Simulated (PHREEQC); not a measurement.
# Alkaline etch or developer

Consider water at 20 °C with 0.027 mol LiOH, 5.1e-05 mol H4SiO4 and 0.00015 mol (CH3)4NCl per kg of water. Closed to the air; pH follows from the charge balance.

All values are PHREEQC results (ion-association model, phreeqc.dat), not measurements.

This is a speciation only: nothing precipitates in the calculation.

Q: Estimate the pH, specific conductance.

A: pH 12.53; specific conductance 5100 µS/cm.

Q: In which forms is Si present?

A: H3SiO4- 80 %, H2SiO4-2 20 % of the Si.

(CH3)4N+ isn't in the database: it is added as a free cation with an ion size of 4 Å.
